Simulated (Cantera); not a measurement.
A jet of 1.49 % CH4, 7.70 % O2, 90.8 % N2 at 300 K and 0.0940 bar hits a platinum plate 8.5 cm away at a mass flux of 0.1 kg/m²/s; the plate temperature is set and raised in steps from an oxygen-covered start.

Model: Deutschmann's 1995 Pt surface mechanism with GRI-Mech 3.0 gas chemistry, integrated in Cantera. Catalytic surfaces can have several steady states; this one follows from the mechanism file's or the stated starting coverage.

One state of this run: wall x CH4 = 0.00480; wall x O2 = 0.0555; wall x H2O = 0.0188; wall x OH = 1.74e-7; wall x CO = 3.69e-6; wall x CO2 = 0.0123; θ free Pt = 0.370; θ O* = 0.629. x: mole fraction at the wall; θ: surface coverage.

Task: Which value of plate T (K) does it belong to?
A. 850
B. 1000
C. 900
D. 1150

Result: B, 1000
